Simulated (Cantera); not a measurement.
Ignition delay

Mixture: CO : H2 : CH4 : O2 : N2 : H2O = 1 : 0.29 : 0.34 : 1.02 : 3.83 : 0.55 (molar parts), equivalence ratio 1.3, at 5.00 bar, adiabatic and at constant volume. Ignition delay is the time to a rise of 400 K.

Detailed kinetics in Cantera: GRI-Mech 3.0 (53 species, 325 reactions).

```tsv
T0 (K)	delay (ms)
1075	1.71
1150	0.585
1225	0.275
1300	0.152
1375	0.0903
1450	0.0561
1525	0.0361
1600	0.0240
1675	0.0164
```

```json
{
 "apparent activation energy between 1525 and 1675 K": "110 kJ/mol"
}
```
